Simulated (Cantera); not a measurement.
Input (Python, Cantera):

```python
import numpy as np
import cantera as ct

gas = ct.Solution("h2o2.yaml")
gas.TPX = 1375, 2666, {'H2': 0.011, 'O2': 1}
reactor = ct.IdealGasConstPressureReactor(gas, energy="off", clone=False)
net = ct.ReactorNet([reactor])
net.rtol, net.atol = 1e-08, 1e-18
show = ['H2', 'O2', 'O', 'H2O', 'H', 'HO2', 'OH']
times = np.geomspace(0.0006, 60, 12)

steps = ct.SolutionArray(gas, extra=["t"])
rows = []
print(f"{'t/s':>10s}{'T/K':>9s}{'P/Pa':>11s}" + "".join(f"{s:>11s}" for s in show))
for t in times:
    while net.time < t:
        t_next = net.step()
        steps.append(gas.state, t=t_next)
    rows.append([np.interp(t, steps.t, y) for y in (steps.T, steps.P, *steps(*show).X.T)])
    print(f"{t:10.3e}{rows[-1][0]:9.1f}{rows[-1][1]:11.4g}" + "".join(f"{x:11.3e}" for x in rows[-1][2:]))
rate = np.gradient(steps.T, steps.t)
print("integrator steps:", len(steps.t))
if steps.T.max() > steps.T[0] + 200:
    print(f"time of steepest temperature rise: {steps.t[rate.argmax()]:.4e} s")
gas.TPX = 1375, 2666, {'H2': 0.011, 'O2': 1}
gas.equilibrate("TP")
print(f"equilibrium (TP): T = {gas.T:.1f} K  " + "  ".join(f"{s} {gas[s].X[0]:.3e}" for s in show))
```

It prints:

```
       t/s      T/K       P/Pa         H2         O2          O        H2O          H        HO2         OH
 6.000e-04   1375.0       2666  1.088e-02  9.891e-01  2.347e-06  2.377e-06  2.377e-07  2.153e-07  1.939e-06
 1.709e-03   1375.0       2666  7.890e-03  9.863e-01  1.981e-03  2.192e-03  2.016e-04  1.339e-06  1.394e-03
 4.867e-03   1375.0       2666  4.640e-05  9.791e-01  9.222e-03  9.995e-03  3.374e-04  9.632e-07  1.343e-03
 1.386e-02   1375.0       2666  4.184e-05  9.800e-01  8.367e-03  1.006e-02  2.915e-04  9.179e-07  1.280e-03
 3.948e-02   1375.0       2666  3.275e-05  9.820e-01  6.476e-03  1.020e-02  1.994e-04  8.089e-07  1.134e-03
 1.124e-01   1375.0       2666  1.839e-05  9.850e-01  3.571e-03  1.043e-02  8.230e-05  5.908e-07  8.516e-04
 3.202e-01   1375.0       2666  6.207e-06  9.876e-01  1.183e-03  1.067e-02  1.584e-05  3.074e-07  4.958e-04
 9.119e-01   1375.0       2666  1.343e-06  9.887e-01  2.533e-04  1.082e-02  1.579e-06  1.084e-07  2.312e-04
 2.597e+00   1375.0       2666  2.506e-07  9.890e-01  4.708e-05  1.089e-02  1.270e-07  3.544e-08  1.000e-04
 7.397e+00   1375.0       2666  5.439e-08  9.890e-01  1.022e-05  1.092e-02  1.287e-08  2.501e-08  4.669e-05
 2.107e+01   1375.0       2666  2.258e-08  9.890e-01  4.251e-06  1.092e-02  3.457e-09  3.046e-08  3.012e-05
 6.000e+01   1375.0       2666  2.072e-08  9.890e-01  3.902e-06  1.093e-02  3.041e-09  3.133e-08  2.886e-05
integrator steps: 1709
equilibrium (TP): T = 1375.0 K  H2 2.071e-08  O2 9.890e-01  O 3.902e-06  H2O 1.093e-02  H 3.041e-09  HO2 3.133e-08  OH 2.886e-05
```

Model: the H2/O2 subset of GRI-Mech 3.0, which has no nitrogen chemistry, integrated in Cantera. Radical loss at walls, strong at low pressure, is not modelled.
